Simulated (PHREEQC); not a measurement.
Dissolve 0.0026 mol/kgw PbCl2 and 0.0001 mol/kgw Cu(NO3)2 at 70 °C. Closed to the air; pH follows from the charge balance.

Model: ion-association model, phreeqc.dat, run in PHREEQC.

Task: The ionic strength comes out as 0.00680 mol/kgw. What activity coefficients do H+, Cl-, PbCl+, Pb+2, PbOH+ get?

Result: H+ 0.92, Cl- 0.91, PbCl+ 0.91, Pb+2 0.68, PbOH+ 0.91.

Precipitation was switched off in this run. The solution is supersaturated, for example in Pb(OH)2, so a real one may precipitate; this is no full list. Species that the database lacks are ignored. Away from 25 °C the constants follow the database's enthalpies or fits; those with neither stay at their 25 °C values.
